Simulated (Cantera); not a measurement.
Source: NASA polynomial tables (part measured, part estimated), evaluated in Cantera. Values are per mole of reaction as written; species without (g) are pure solids or liquids, kept so even where they would boil at 1 bar.

### Question
Between 2275 and 2575 K, where is each reaction favourable under standard conditions?
- SiC₂(g) = Si + 2 C
- 2 CCl₄(g) + Si = 8 Cl(g) + SiC₂(g)
- 2 C + SiCl₄(g) = 4 Cl(g) + SiC₂(g)

### Answer
- SiC₂(g) = Si + 2 C: ΔG° is -175 kJ at 2275 K and -127 kJ at 2575 K; it stays negative (K > 1). ΔH° is -537 kJ and ΔS° -159 J/K at 2575 K.
- 2 CCl₄(g) + Si = 8 Cl(g) + SiC₂(g): ΔG° is -326 kJ at 2275 K and -597 kJ at 2575 K; it stays negative (K > 1). ΔH° is 1723 kJ and ΔS° 901 J/K at 2575 K.
- 2 C + SiCl₄(g) = 4 Cl(g) + SiC₂(g): ΔG° is 480 kJ at 2275 K and 312 kJ at 2575 K; it stays positive (K < 1). ΔH° is 1754 kJ and ΔS° 560 J/K at 2575 K.
